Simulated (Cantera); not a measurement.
## Pyrogenic steam for wet oxidation

An isothermal, constant-pressure homogeneous reactor starts with H2 : O2 : N2 = 1.7 : 1 : 3.8 (molar parts), equivalence ratio 0.85, at 1348 K and 54000 Pa.

Detailed kinetics in Cantera: the H2/O2 subset of GRI-Mech 3.0, which has no nitrogen chemistry. The temperature is held fixed by assumption; the heat of reaction is taken as removed at once.

```tsv
t (s)	x H2	x O2	x H2O	x H	x HO2	x OH	x H2O2
5.00e-5	0.0521	0.0615	0.163	0.0963	3.07e-5	0.00893	3.50e-6
0.000153	0.0179	0.0357	0.265	0.0169	2.36e-5	0.00467	4.05e-6
0.000466	0.00371	0.0278	0.295	0.00116	1.56e-5	0.00174	2.25e-6
0.00142	0.000468	0.0266	0.300	4.67e-5	5.37e-6	0.000572	6.66e-7
0.00434	5.49e-5	0.0265	0.301	2.03e-6	9.00e-7	0.000206	1.54e-7
0.0133	8.65e-6	0.0265	0.301	1.46e-7	1.60e-7	8.87e-5	3.73e-8
0.0405	2.05e-6	0.0265	0.301	1.83e-8	4.25e-8	4.50e-5	1.09e-8
0.124	7.38e-7	0.0265	0.301	4.06e-9	2.12e-8	2.70e-5	4.20e-9
0.377	5.08e-7	0.0265	0.301	2.30e-9	1.84e-8	2.19e-5	2.87e-9
1.15	5.00e-7	0.0265	0.301	2.24e-9	1.83e-8	2.17e-5	2.82e-9
3.51	5.00e-7	0.0265	0.301	2.24e-9	1.83e-8	2.17e-5	2.82e-9
10.7	5.00e-7	0.0265	0.301	2.24e-9	1.83e-8	2.17e-5	2.82e-9
32.8	5.00e-7	0.0265	0.301	2.24e-9	1.83e-8	2.17e-5	2.82e-9
100	5.00e-7	0.0265	0.301	2.24e-9	1.83e-8	2.17e-5	2.82e-9
```
x: mole fraction; the columns are a selection and need not sum to one.

Equilibrium at this temperature and pressure: H2 5.00e-7, O2 0.0265, H2O 0.301, H 2.24e-9, HO2 1.83e-8, OH 2.17e-5, H2O2 2.82e-9 (gas phase only).
